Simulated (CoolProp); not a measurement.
R365MFC along the isobar 896 kPa: fugacity coefficient from the reference equation and from simpler models built on Tc = 460.0 K, pc = 3266 kPa, ω = 0.377; each cubic takes its own stable root.

Computed with CoolProp (reference Helmholtz-energy equation of state, Lemmon 2016).

```csv
T (K),phase,reference,van der Waals,Redlich-Kwong,Soave-Redlich-Kwong,Peng-Robinson
261.7,liquid,0.01169,0.2284,0.04305,0.01130,0.01178
274.5,liquid,0.02268,0.2965,0.07185,0.02216,0.02276
287.3,liquid,0.04086,0.3754,0.1129,0.04033,0.04095
300.1,liquid,0.06909,0.4650,0.1685,0.06885,0.06924
312.9,liquid,0.1105,0.5651,0.2407,0.1111,0.1109
325.7,liquid,0.1686,0.6750,0.3308,0.1707,0.1693
338.5,liquid,0.2464,0.7939,0.4397,0.2511,0.2479
351.3,liquid,0.3468,0.8460,0.5673,0.3553,0.3494
364.1,liquid,0.4721,0.8585,0.7131,0.4855,0.4762
376.9,liquid,0.6236,0.8695,0.8379,0.6428,0.6294
```

At some of these states van der Waals, Redlich-Kwong gives the other phase, because its saturation line lies elsewhere.
